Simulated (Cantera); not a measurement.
A closed system holds: 1 mol Ta(OEt)5, 0.11 mol O2, 1.1 mol CH4, at 4.40 mbar.

These are equilibrium values from Cantera (NASA tables, ideal gas, pure condensed phases), not measurements of a reactor. Candidate condensed phases: C, C6H6, C7H8, C8H18, H2O, Ta, TaC, Ta2O5; 113 gas species. The feed counts by its element totals alone. TaC: taken at fixed stoichiometry. Condensed phases not in the tables: Ta2C. Kinetics and transport are ignored.

log p: log10 of the partial pressure in bar; n: condensed amount in mol.

| T (K) | log p H2 | log p H | log p CO | log p C2H2 (acetylene) | n C(graphite) | n TaC(s) |
|---|---|---|---|---|---|---|
| 1775 | -2.49 | -4.78 | -2.94 | -6.34 | 4.88 | 1.00 |
| 1875 | -2.49 | ? | -2.94 | ? | 4.87 | 1.00 |
| 1975 | -2.50 | -4.11 | -2.94 | -5.69 | 4.86 | 1.00 |
| 2075 | -2.51 | ? | -2.95 | ? | 4.84 | 1.00 |
| 2175 | -2.52 | -3.57 | -2.95 | -5.17 | 4.82 | 1.00 |
| 2275 | -2.55 | -3.34 | -2.96 | -4.97 | 4.78 | 1.00 |
| 2375 | -2.58 | -3.14 | -2.98 | -4.79 | 4.72 | 1.00 |
| 2475 | -2.64 | -2.97 | -2.99 | -4.65 | 4.63 | 1.00 |
| 2575 | -2.72 | -2.82 | -3.02 | -4.55 | 4.52 | 1.00 |
| 2675 | -2.83 | -2.70 | -3.05 | -4.50 | 4.32 | 1.00 |

Task: What belongs in the gaps?

Result: 
- 2075, log p H: -3.83
- 2075, log p C2H2 (acetylene): -5.41
- 1875, log p H: -4.43
- 1875, log p C2H2 (acetylene): -5.99
